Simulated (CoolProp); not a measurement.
A single-stage vapour-compression cycle with fluoroethane (R161): evaporating at 233.15 K (dew point), condensing at 276.15 K (bubble point), superheat 5 K, subcooling 2 K, compressor efficiency 0.65, no pressure losses. Each further row changes one setting.

Computed with CoolProp (reference Helmholtz-energy equation of state, Wu 2012).

```tsv
case	cooling COP	pressure ratio	discharge temperature (K)	refrigerating effect (kJ/kg)	volumetric capacity (kJ/m³)
as stated	…	5.33	338.8	349	790
evaporating temperature 238.15 K	…	…	…	354	991
condensing temperature 271.15 K	…	…	…	360	814
subcooling 7 K	…	5.33	338.8	360	814
superheat 15 K	2.98	5.33	350.0	360	779
compressor efficiency 0.55	2.55	5.33	353.4	349	790
```

Task: Some entries are withheld; supply them.

Result: 
- as stated, cooling COP: 3.01
- evaporating temperature 238.15 K, cooling COP: 3.55
- evaporating temperature 238.15 K, pressure ratio: 4.23
- evaporating temperature 238.15 K, discharge temperature (K): 330.6
- condensing temperature 271.15 K, cooling COP: 3.48
- condensing temperature 271.15 K, pressure ratio: 4.52
- condensing temperature 271.15 K, discharge temperature (K): 328.9
- subcooling 7 K, cooling COP: 3.10
